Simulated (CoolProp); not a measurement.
Propylene glycol at 505.22 K and 1.5 MPa is throttled through a valve to 0.481 MPa with no heat exchange. Each further row changes one setting.

Values from CoolProp's reference Helmholtz-energy equation of state, Eisenbach 2021.

```json
[
 {"case": "as stated", "temperature change (K)": "+0.1", "final phase": "liquid", "final density (kg/m³)": "845"},
 {"case": "outlet pressure 0.144 MPa", "temperature change (K)": "___", "final phase": "___", "final density (kg/m³)": "___"},
 {"case": "outlet pressure 0.625 MPa", "temperature change (K)": "+0.1", "final phase": "liquid", "final density (kg/m³)": "845"}
]
```

### Question
Fill in the missing entries.

### Answer

- outlet pressure 0.144 MPa, temperature change (K): -32.2
- outlet pressure 0.144 MPa, final phase: two-phase, vapour fraction 0.166
- outlet pressure 0.144 MPa, final density (kg/m³): 16.9
